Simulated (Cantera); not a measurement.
A closed system holds: 1 mol CaCO₃, 0.015 mol C, 0.06 mol O₂, equilibrated at 0.460 bar.

Equilibrium computed with Cantera from the NASA thermochemical tables; the gas is ideal and each condensed phase is pure. Candidate condensed phases: C, Ca, CaCO₃, CaO; 15 gas species. The numbers say what is thermodynamically allowed, not how fast it happens. All values below are at 1777 °C.

Base state: CO₂ 0.939, O₂ 0.0483, CO 0.0125, O 0.000315 (mole fractions); condensed: CaO(s).

Q: What changes in the equilibrium state with this change: pressure from 0.460 bar to 1 atm?

A: 
| species | before | after |
|---|---|---|
| CO₂ | 0.939 | 0.945 |
| O₂ | 0.0483 | 0.0465 |
| CO | 0.0125 | 0.00865 |
| O | 0.000315 | 0.000208 |
| CaO(s), mol | 1.00 | 1.00 |
